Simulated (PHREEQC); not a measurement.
0.78 g of hydrous ferric oxide (600 m²/g; 0.2 weak and 0.005 strong sites per Fe, Dzombak-Morel constants, diffuse double layer) in 1 kg of water with 0.01 mol/kgw of an inert sodium salt and 0.00035 mol SrCl2, at 25 °C; the pH is set by adding NaOH or the inert anion's acid. Oxygen is held at 0.21 atm. The system is closed to CO2. Precipitation was switched off in this run.

Model: ion-association model, wateq4f.dat, run in PHREEQC.

Problem. Predict surface charge σ (C/m²), surface potential ψ (mV) at pH = 3, 4, 5, 7.5, 8.

Solution. 
```
pH   surface charge σ (C/m²)  surface potential ψ (mV)
---  -----------------------  ------------------------
3                      0.329                       200
4                      0.223                       183
5                      0.118                       151
7.5                    0.009                        36
8                      0.003                        11
```

The oxide is taken as insoluble; below pH 4 it would dissolve.
